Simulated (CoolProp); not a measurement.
Ethylene along the isotherm 275.2 K: fugacity coefficient from the reference equation and from simpler models built on Tc = 282.4 K, pc = 5.042 MPa, ω = 0.087; each cubic takes its own stable root.

Model: reference Helmholtz-energy equation of state, Smukala 2000, in CoolProp.

| p (MPa) | phase | reference | Redlich-Kwong | Soave-Redlich-Kwong | Peng-Robinson |
|---|---|---|---|---|---|
| 0.28 | gas | 0.9798 | 0.9797 | 0.9796 | 0.9775 |
| 0.56 | gas | 0.9598 | 0.9595 | 0.9594 | 0.9552 |
| 0.84 | gas | 0.9398 | 0.9395 | 0.9393 | 0.9332 |
| 1.12 | gas | 0.9199 | 0.9196 | 0.9193 | 0.9114 |
| 1.4 | gas | 0.9001 | 0.8998 | 0.8994 | 0.8898 |
| 1.68 | gas | 0.8803 | 0.8801 | 0.8796 | 0.8684 |
| 1.96 | gas | 0.8606 | 0.8604 | 0.8599 | 0.8471 |
| 2.24 | gas | 0.8409 | 0.8408 | 0.8402 | 0.8260 |
| 2.52 | gas | 0.8212 | 0.8212 | 0.8206 | 0.8051 |
